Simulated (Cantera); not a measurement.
Feed: 1 mol CuO, 1.1 mol CO, 0.4 mol C, held at 1725 °C and 4.30 mbar.

Method: chemical equilibrium by Gibbs-energy minimisation in Cantera with the NASA 1993 tables (ideal gas, pure condensed phases). Candidate condensed phases: C, Cu, CuO, Cu₂O; 15 gas species. Equilibrium is a limit: real reactors are often held back by kinetics, nucleation or transport.

Base state: Cu 0.399, CO 0.361, CO₂ 0.240, Cu₂ 0.000664, O₂ 0.000174, O 0.000132, CuO 3.69e-5 (mole fractions); condensed: gas only.

**Question.** What changes in the equilibrium state with this change: pressure from 4.30 mbar to 0.133 bar?

**Answer.** 
```
species       before    after
----------  --------  -------
CO             0.361    0.581
CO₂            0.240    0.387
Cu             0.399   0.0317
O           0.000132  4.28e-6
O₂          0.000174  5.64e-6
Cu(l), mol         0    0.950
```
